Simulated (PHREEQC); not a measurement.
A solution holds 0.039 mol Cu(NO3)2, 0.0021 mol HBF4 and 0.00059 mol KCl per kg of water, at 16 °C. Closed to the air; pH follows from the charge balance.

The numbers come from PHREEQC with the ion-association model, phreeqc.dat.

This is a speciation only: nothing precipitates in the calculation.

Question: What pH, specific conductance, density does the model give?

Answer: pH 2.67; specific conductance 6730 µS/cm; density 1.005 g/cm³.

Question: In which forms is B present?

Answer: BF4- 51 %, H3BO3 39 %, BF3OH- 6.9 %, BF2(OH)2- 3.0 % of the B.

Species that the database lacks are ignored. Real BF4- forms and hydrolyses slowly; the run takes it at equilibrium.
